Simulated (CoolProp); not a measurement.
Properties of R22 along the isobar 101 kPa.

Model: reference Helmholtz-energy equation of state, Kamei 1995, in CoolProp.

```csv
T (°C),phase,cp (kJ/(kg K)),Joule-Thomson coefficient (K/MPa)
-17.75,gas,0.6220,35.57
-4.65,gas,0.6334,30.22
8.45,gas,0.6456,25.95
21.55,gas,0.6585,22.50
34.65,gas,0.6718,19.68
47.75,gas,0.6853,17.35
60.85,gas,0.6988,15.40
73.95,gas,0.7123,13.77
86.95,gas,0.7256,12.39
100.05,gas,0.7389,11.20
113.15,gas,0.7519,10.18
126.25,gas,0.7647,9.289
139.35,gas,0.7772,8.513
152.45,gas,0.7893,7.831
165.55,gas,0.8012,7.229
178.65,gas,0.8128,6.694
```
